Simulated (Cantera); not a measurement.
Charge: 1 mol trisilylamine, 2.6 mol N₂, 0.14 mol H₂, at 1875 °C and 7.50 Torr.

Cantera equilibrium calculation (NASA polynomials, part measured and part estimated; ideal gas, pure solids and liquids). Candidate condensed phases: Si, Si₃N₄; 18 gas species. The feed counts by its element totals alone. The tables' values for SiN are old estimates; treat these amounts as uncertain. Gases not in the tables: Si₂H₆ and higher silanes. Kinetics and transport are ignored.

Base state: H₂ 0.560, N₂ 0.385, H 0.0312, Si 0.0220, SiH 0.000808, Si₂ 0.000317, Si₂N 0.000295, SiN 0.000256 (mole fractions); condensed: Si(l).

### Question
What changes in the equilibrium state with this change: 0.1 mol O₂ added?

### Answer
```csv
species,before,after
H₂,0.560,0.546
N₂,0.385,0.375
H,0.0312,0.0308
SiO,0,0.0242
Si,0.0220,0.0220
SiH₂,0.000130,0.000127
SiH,0.000808,0.000798
SiN,0.000256,0.000253
Si₂N,0.000295,0.000291
"Si(l), mol",2.80,2.60
```
Further candidate phases: H₂O, SiO₂, Si₂N₂O.
